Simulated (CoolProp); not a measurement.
Model: reference Helmholtz-energy equation of state, Lemmon 2006, in CoolProp. It is a short technical equation, of lower accuracy than the large ones.

Q: Give the vapour pressure (bar), liquid density (kg/m³), enthalpy of vaporisation (kJ/kg), liquid cp (kJ/(kg K)) of saturated CH3F (R41) at -32.85 °C.

A: 
```json
[
 {"T (°C)": "-32.85", "p (bar)": "7.43", "liquid density (kg/m³)": "776", "enthalpy of vaporisation (kJ/kg)": "413", "liquid cp (kJ/(kg K))": "2.24"}
]
```
